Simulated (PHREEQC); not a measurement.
0.5 g of hydrous ferric oxide (600 m²/g; 0.2 weak and 0.005 strong sites per Fe, Dzombak-Morel constants, diffuse double layer) in 1 kg of water with 0.01 mol/kgw of an inert sodium salt and 2.3e-06 mol/kgw SrCl2, at 25 °C; the pH is set by adding NaOH or the inert anion's acid. O2 is buffered at 0.21 atm. The system is closed to CO2. No solid was allowed to form.

The numbers come from PHREEQC with the ion-association model, wateq4f.dat.

| pH | Sr sorbed (%) | surface charge σ (C/m²) | surface potential ψ (mV) |
|---|---|---|---|
| 4 | 0.0 | 0.217 | 185 |
| 4.5 | 0.0 | 0.161 | 170 |
| 5 | 0.0 | 0.114 | 152 |
| 5.5 | 0.0 | 0.077 | 132 |
| 6 | 0.0 | 0.050 | 110 |
| 6.5 | 0.2 | 0.030 | 86 |
| 7 | 1.3 | 0.017 | 61 |
| 7.5 | 9.8 | 0.008 | 34 |
| 8 | 47.0 | 0.001 | 6 |
| 8.5 | 87.9 | -0.005 | -21 |
| 9 | 98.4 | -0.013 | -48 |
| 9.5 | 99.8 | -0.024 | -75 |
| 10 | 100.0 | -0.040 | -99 |
